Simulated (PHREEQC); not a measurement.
0.14 g of hydrous ferric oxide (600 m²/g; 0.2 weak and 0.005 strong sites per Fe, Dzombak-Morel constants, diffuse double layer) in 1 kg of water with 0.05 mol/kgw of an inert sodium salt and 3.5e-05 mol/kgw NaH2PO4, 5.8e-05 mol/kgw Na2SeO4 and 0.00024 mol/kgw Na2SeO3, at 25 °C; the pH is set by adding NaOH or the inert anion's acid. The system is closed to oxygen. No CO2 enters from the air. Nothing may precipitate in this run.

The series has 17 steps of pH, from 3 to 11.

Computed with PHREEQC (ion-association model, wateq4f.dat).

Task: Near which pH is half of the P sorbed, and on which side is more sorbed?

Result: Near pH 8.3, with more sorbed at lower pH.

Task: At which pH does the surface charge pass through zero?

Result: Near pH 6.8.

The database's selenite sorption wasn't checked against measurements; a fall in acid may be a fault of its surface constants. H3PO4, which wateq4f.dat lacks, is added to it with the constant of phreeqc.dat. The oxide is taken as insoluble; below pH 4 it would dissolve.
